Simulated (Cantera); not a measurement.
A closed system holds: 1 mol Ti(OiPr)4, 4.5 mol O2, 3.6 mol H2O, held at 1875 K and 13.3 mbar.

These are equilibrium values from Cantera (NASA tables, ideal gas, pure condensed phases), not measurements of a reactor. The feed counts by its element totals alone. Mutual solubility and eutectic melting of coexisting phases are not modelled. Condensed phases not in the tables: Magnéli phases beyond Ti4O7. Rates play no part.

```json
[
 {"species": "H2", "before": "0.514", "after": "0.492"},
 {"species": "CO", "before": "0.390", "after": "0.387"},
 {"species": "H2O", "before": "0.0778", "after": "0.0818"},
 {"species": "H", "before": "0.00407", "after": "0.0253"},
 {"species": "CO2", "before": "0.0144", "after": "0.0126"},
 {"species": "TiO2", "before": "1.41e-6", "after": "0.000109"},
 {"species": "TiO", "before": "8.17e-8", "after": "1.39e-5"},
 {"species": "O", "before": "2.88e-7", "after": "1.97e-5"},
 {"species": "OH", "before": "4.80e-5", "after": "0.000542"},
 {"species": "TiO2(rutile), mol", "before": "0.459", "after": "0"},
 {"species": "Ti4O7(s), mol", "before": "0.135", "after": "0"},
 {"species": "Ti4O7(l), mol", "before": "0", "after": "0.249"}
]
```
Gas species are given as mole fractions.

Q: Which change was made?
(A) temperature from 1875 K to 1898.15 K
(B) O2 from 4.5 to 0.87 mol
(C) O2 from 4.5 to 0.18 mol
(D) temperature from 1875 K to 2148 K

A: D, temperature from 1875 K to 2148 K
